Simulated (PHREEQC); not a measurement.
# Leach liquor (model solution)

Make-up at 38 °C: 0.15 mol H2SO4, 0.00012 mol Al2(SO4)3 and 0.00066 mol Fe2(SO4)3 per kg of water. Closed to the air; pH follows from the charge balance.

All values are PHREEQC results (ion-association model, phreeqc.dat), not measurements.

This is a speciation only: nothing precipitates in the calculation.

Predict the pH, ionic strength, specific conductance.

pH 0.87; ionic strength 0.190 mol/kgw; specific conductance 70100 µS/cm.

In which forms is Al present?

AlSO4+ 67 %, Al+3 18 %, Al(SO4)2- 13 %, AlHSO4+2 2.2 % of the Al.

At this temperature some constants are extrapolated from 25 °C, and those without enthalpy data are left unchanged.
